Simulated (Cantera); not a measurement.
Charge: 1 mol HMDSO, 0.068 mol O3, at 1450 K and 13.3 mbar.

Cantera equilibrium calculation (NASA polynomials, part measured and part estimated; ideal gas, pure solids and liquids). Candidate condensed phases: C, C6H6, C7H8, C8H18, H2O, Si, SiC, SiO2; 123 gas species. The feed counts by its element totals alone. The numbers say what is thermodynamically allowed, not how fast it happens.

Problem. What is the equilibrium state?

Solution. 
```
Quantity                             Result
--------------------------------  ---------
x(H2)                                 0.882
x(CO)                                 0.118
x(SiO)                             0.000186
x(H)                                7.69e-5
x(CH4)                              3.42e-5
x(C2H2 (acetylene))                 4.30e-6
x(H2O)                              3.46e-6
n(C(graphite))                     2.80 mol
n(SiC(s))                          2.00 mol
gas amount                        10.20 mol
log10 activity of Si(s) (absent)      -2.23
```
